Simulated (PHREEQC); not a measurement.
Solution (85 °C): 0.98 mol/kgw KOH and 0.017 mol/kgw K2SO4. Closed to the air; pH follows from the charge balance.

Model: Pitzer model, pitzer.dat, run in PHREEQC.

| Quantity | Value |
|---|---|
| pH | 12.38 |
| ionic strength | 1.03 mol/kgw |
| activity of water | 0.966 |
| density | 1.016 g/cm³ |
| osmotic coefficient | 0.967 |
| total alkalinity | 980 meq/kg |

| species | molality | activity | log γ |
|---|---|---|---|
| K+ | 1.01 | 0.615 | -0.217 |
| OH- | 0.980 | 0.742 | -0.121 |
| SO4-2 | 0.0170 | 0.00112 | -1.180 |

No solid was allowed to form. In brines, pH and single-ion activities rest on the MacInnes convention. At this temperature some constants are extrapolated from 25 °C, and those without enthalpy data are left unchanged.
